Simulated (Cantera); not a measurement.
A diamond (100) surface in a fixed gas of H2 with x(CH4) = 0.0027, x(CH3) = 0.00022, at 1123 K, 0.0890 bar; coverages are run to steady state.

Detailed kinetics in Cantera: the Harris–Goodwin 1993 mechanism for the reconstructed diamond (100) surface.

θ: site fractions in the mechanism's names (c6HH fully hydrogenated, c6H* and c6*H radical sites, c6** diradical, c6HM methylated).

```csv
x(H),growth (µm/h),θ c6HH,θ c6H*,θ c6*H,θ c6**,θ c6HM
0.0001,0.677,0.581,0.0233,0.351,0.00462,0.0236
0.00022,1.60,0.528,0.0261,0.392,0.00848,0.0271
0.00047,3.26,0.500,0.0276,0.415,0.0125,0.0275
0.001,?,0.489,0.0285,0.428,?,?
0.0022,?,0.486,0.0292,0.438,0.0183,?
0.0047,12.2,0.487,0.0297,0.445,0.0197,0.0113
0.01,14.3,0.489,0.0301,0.450,0.0205,0.00630
0.022,15.7,0.491,0.0306,0.453,0.0210,0.00314
0.047,16.4,0.492,0.0311,0.454,0.0213,0.00154
```

Question: Some entries are withheld; supply them.

Answer: 
- 0.001, growth (µm/h): 5.83
- 0.001, θ c6**: 0.0159
- 0.001, θ c6HM: 0.0243
- 0.0022, growth (µm/h): 9.16
- 0.0022, θ c6HM: 0.0179
